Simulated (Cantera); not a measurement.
**Reactions in the system N-O-Ti**

Source: NASA polynomial tables (part measured, part estimated), evaluated in Cantera. Values are per mole of reaction as written; species without (g) are pure solids or liquids, kept so even where they would boil at 1 bar.

2 TiO(g) + Ti4O7 = 3 Ti2O3

```csv
T (K),ΔH° (kJ),ΔS° (J/K),ΔG° (kJ),log10 K
1148,-1210.3,-348.1,-810.7,36.89
1198,-1206.9,-345.1,-793.4,34.59
1248,-1203.5,-342.4,-776.2,32.49
1298,-1200.1,-339.7,-759.2,30.55
1348,-1196.7,-337.1,-742.3,28.76
1398,-1193.3,-334.7,-725.5,27.11
1448,-1189.9,-332.3,-708.8,25.57
1498,-1186.5,-330.0,-692.2,24.14
1548,-1183.2,-327.8,-675.8,22.80
1598,-1179.8,-325.6,-659.4,21.56
1648,-1176.5,-323.6,-643.2,20.39
```

3 NO(g) + 2 Ti = Ti2O3 + 3 N(g)

| T (K) | ΔH° (kJ) | ΔS° (J/K) | ΔG° (kJ) | log10 K | condensed phases |
|---|---|---|---|---|---|
| 1148 | -340.3 | -99.1 | -226.5 | 10.31 | Ti(α), Ti2O3(s) |
| 1198 | -345.6 | -103.7 | -221.3 | 9.65 | Ti(β), Ti2O3(s) |
| 1248 | -343.2 | -101.8 | -216.2 | 9.05 | Ti(β), Ti2O3(s) |
| 1298 | -340.8 | -99.9 | -211.2 | 8.50 | Ti(β), Ti2O3(s) |
| 1348 | -338.5 | -98.2 | -206.2 | 7.99 | Ti(β), Ti2O3(s) |
| 1398 | -336.3 | -96.5 | -201.3 | 7.52 | Ti(β), Ti2O3(s) |
| 1448 | -334.2 | -95.0 | -196.5 | 7.09 | Ti(β), Ti2O3(s) |
| 1498 | -332.1 | -93.7 | -191.8 | 6.69 | Ti(β), Ti2O3(s) |
| 1548 | -330.2 | -92.4 | -187.2 | 6.32 | Ti(β), Ti2O3(s) |
| 1598 | -328.3 | -91.2 | -182.6 | 5.97 | Ti(β), Ti2O3(s) |
| 1648 | -326.5 | -90.0 | -178.1 | 5.64 | Ti(β), Ti2O3(s) |
